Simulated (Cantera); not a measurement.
A perfectly stirred reactor is fed with NH3 : N2 = 1 : 0.41 (molar parts), at 1700 Pa; it is held at 2100 K, and followed from long to short residence time.

Computed with Cantera and the gas-phase N/H chemistry of the illustrative SiF4/NH3 mechanism in the Surface Chemkin manual (1991). Walls and surfaces, which speed up NH3 decomposition in real reactors, are not modelled.

Q: What does this change do: pressure from 1700 Pa to 101000 Pa?

A: 
```
quantity                 before     after
----------------------  -------  --------
x(NH3) at τ = 23.0 s     0.0104   0.00115
x(N) at τ = 23.0 s      2.93e-6   4.41e-7
x(H) at τ = 23.0 s      0.00214   0.00239
x(H2) at τ = 23.0 s       0.611     0.619
x(N2H2) at τ = 23.0 s   9.08e-8   1.47e-9
x(NH3) at τ = 50.0 ms     0.616     0.123
x(N) at τ = 50.0 ms     1.16e-6   1.64e-6
x(H) at τ = 50.0 ms     9.00e-5  0.000669
x(H2) at τ = 50.0 ms     0.0804     0.514
x(N2H2) at τ = 50.0 ms  1.16e-5   8.53e-7
```

Q: What does this change do: temperature 2100 to 1325 K?

A: 
```csv
quantity,before,after
x(NH3) at τ = 23.0 s,0.0104,0.708
x(N) at τ = 23.0 s,2.93e-6,8.41e-12
x(H) at τ = 23.0 s,0.00214,6.99e-9
x(H2) at τ = 23.0 s,0.611,0.000763
x(N2H2) at τ = 23.0 s,9.08e-8,1.61e-7
x(NH3) at τ = 50.0 ms,0.616,0.709
x(N) at τ = 50.0 ms,1.16e-6,<1e-12
x(H) at τ = 50.0 ms,9.00e-5,4.13e-11
x(H2) at τ = 50.0 ms,0.0804,8.75e-8
x(N2H2) at τ = 50.0 ms,1.16e-5,3.21e-11
```
